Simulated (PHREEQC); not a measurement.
Dissolve 1.95 mmol/kgw (NH4)2SO4, 5.1 mmol/kgw NaHSO4 and 0.092 mmol/kgw KH2PO4 at 25 °C. Closed to the air; pH follows from the charge balance.

Computed with PHREEQC (ion-association model, phreeqc.dat).

Precipitation was switched off in this run.

Task: What pH, specific conductance does the model give?

Result: pH 2.47; specific conductance 2510 µS/cm.

Task: In which forms is Na present?

Result: Na+ 98 %, NaSO4- 1.6 % of the Na.
